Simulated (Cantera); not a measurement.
Mixture: 3.45 % CH4, 11.3 % O2, 71.4 % N2, 13.8 % H2O, equivalence ratio 0.61, at 1.00 bar, adiabatic and at constant pressure. Ignition delay is the time to a rise of 400 K.

Computed with Cantera and GRI-Mech 3.0 (53 species, 325 reactions).

### Question
Predict: delay at 1000 K; delay at 1100 K; delay at 1200 K; delay at 1300 K; delay at 1400 K; delay at 1500 K; delay at 1600 K; apparent activation energy between 1400 and 1600 K.

### Answer
```
Property                                                 Value
--------------------------------------------------  ----------
delay at 1000 K                                         1.47 s
delay at 1100 K                                        0.309 s
delay at 1200 K                                        75.3 ms
delay at 1300 K                                        20.4 ms
delay at 1400 K                                        5.94 ms
delay at 1500 K                                        1.92 ms
delay at 1600 K                                       0.733 ms
apparent activation energy between 1400 and 1600 K  190 kJ/mol
```
